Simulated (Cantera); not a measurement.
A closed system holds: 1 mol Cu, 17 mol HF, 1.9 mol H2, equilibrated at 675 K and 4.80 Pa.

Method: chemical equilibrium by Gibbs-energy minimisation in Cantera with the NASA 1993 tables (ideal gas, pure condensed phases). Candidate condensed phases: Cu, CuF2; 15 gas species. The numbers say what is thermodynamically allowed, not how fast it happens.

Base state: HF 0.899, H2 0.101 (mole fractions); condensed: Cu(s).

Problem. What changes in the equilibrium state with this change: temperature from 675 K to 1573 K?

Solution. 
```json
[
 {"species": "HF", "before": "0.899", "after": "0.853"},
 {"species": "H2", "before": "0.101", "after": "0.0951"},
 {"species": "Cu", "before": "<1e-9", "after": "0.0491"},
 {"species": "H", "before": "<1e-9", "after": "0.00181"},
 {"species": "CuF", "before": "<1e-9", "after": "0.00110"},
 {"species": "Cu(s), mol", "before": "1.00", "after": "0"}
]
```
